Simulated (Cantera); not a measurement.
**Equilibrium for aluminium nitride and oxide growth: AlCl3 + N2 + NH3**

Charge: 1 mol AlCl3, 10 mol N2, 67 mol NH3, held at 53.3 Torr.

Cantera equilibrium calculation (NASA polynomials, part measured and part estimated; ideal gas, pure solids and liquids). Candidate condensed phases: Al, AlCl3, AlN, NH4Cl; 20 gas species. The tables' values for AlCl2 are old estimates; treat these amounts as uncertain. The numbers say what is thermodynamically allowed, not how fast it happens.

```
T (K)  log p H2  log p N2  log p HCl  log p H  log p AlCl  log p AlCl3  log p AlCl2  n AlN(s)
-----  --------  --------  ---------  -------  ----------  -----------  -----------  --------
773       -1.31     -1.68      -2.84   -12.70        <-13        -4.92       -12.14     0.975
973       -1.31     -1.68      -2.85    -9.62      -11.17        -4.74        -9.08     0.963
1173      -1.31     -1.68      -2.85    -7.59       -7.94        -4.62        -7.07     0.951
1373      -1.31     -1.68      -2.86    -6.13       -5.67        -4.55        -5.67     0.934
1573      -1.31     -1.68      -2.90    -5.05       -4.02        -4.61        -4.70     0.713
1773      -1.32     -1.67      -3.03    -4.20       -3.34        -5.42        -4.64         0
1973      -1.32     -1.68      -3.02    -3.53       -3.33        -6.39        -5.01         0
2173      -1.32     -1.68      -3.02    -2.98       -3.33        -7.19        -5.34         0
```
log p: log10 of the partial pressure in bar; n: condensed amount in mol.

From 773 K to 1573 K the condensed part is AlN(s). From 1773 K to 2173 K nothing is condensed. The main Al-bearing gas is AlCl3 at 773 K and AlCl at 2173 K.
